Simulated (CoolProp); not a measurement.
Vapour-liquid equilibrium of n-butane (1) + cyclohexane (2) at 37.25 °C; x and y are mole fractions of (1).

The numbers come from the multi-fluid Helmholtz-energy mixture model, Bücker 2006 and Zhou 2014; pair parameters Bell 2016 in CoolProp.

```csv
x,bubble pressure (bar),y at the bubble point,dew pressure at overall composition x (bar),liquid density (mol/L)
0.05,0.3389,0.379,0.2311,9.105
0.15,0.6178,0.694,0.2558,9.196
0.25,0.9387,0.822,0.2865,9.281
0.35,1.284,0.887,0.3256,9.360
0.45,1.637,0.925,0.3773,9.431
0.55,1.988,0.949,0.4487,9.492
0.65,2.328,0.965,0.5542,9.544
0.75,2.660,0.977,0.7265,9.582
0.85,2.989,0.987,1.061,9.606
0.95,3.326,0.996,2.013,9.611
```

No azeotrope shows between x = 0.05 and 0.95.

Pair parameters are fitted to limited data, so mixtures are less certain than the pure fluids.
